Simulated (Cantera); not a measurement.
# Equilibrium for boron, boron nitride and boron oxide: BCl3 + N2

Charge: 1 mol BCl3, a varied amount of N2, equilibrated at 368 Torr.

Equilibrium computed with Cantera from the NASA thermochemical tables; the gas is ideal and each condensed phase is pure. Candidate condensed phases: B, BN; 10 gas species. N2 is the only nitrogen source here; it is nearly inert below about 1500 K, so the nitride shown seldom forms there in practice. The tables' values for BCl2 are old estimates. Kinetics and transport are ignored.

Stable condensed phases:

```
T in K \ n(N2) in mol
         0.59 0.67 0.77 0.88    1  1.1  1.3  1.5  1.7  1.9  2.2  2.5  2.9
   1700     A    A    A    A    A    A    A    A    B    B    B    B    B
   1650     A    A    A    A    A    A    B    B    B    B    B    B    B
   1600     A    A    A    B    B    B    B    B    B    B    B    B    B
   1550     A    A    A    B    B    B    B    B    B    B    B    B    B
   1500     A    A    A    A    A    A    B    B    B    B    B    B    B
   1450     A    A    A    A    A    A    A    A    A    A    B    B    B
   1400     A    A    A    A    A    A    A    A    A    A    A    A    A
   1350     A    A    A    A    A    A    A    A    A    A    A    A    A
   1300     A    A    A    A    A    A    A    A    A    A    A    A    A
   1250     A    A    A    A    A    A    A    A    A    A    A    A    A
   1200     A    A    A    A    A    A    A    A    A    A    A    A    A
   1150     A    A    A    A    A    A    A    A    A    A    A    A    A
   1100     A    A    A    A    A    A    A    A    A    A    A    A    A
```

A: gas only; B: BN.
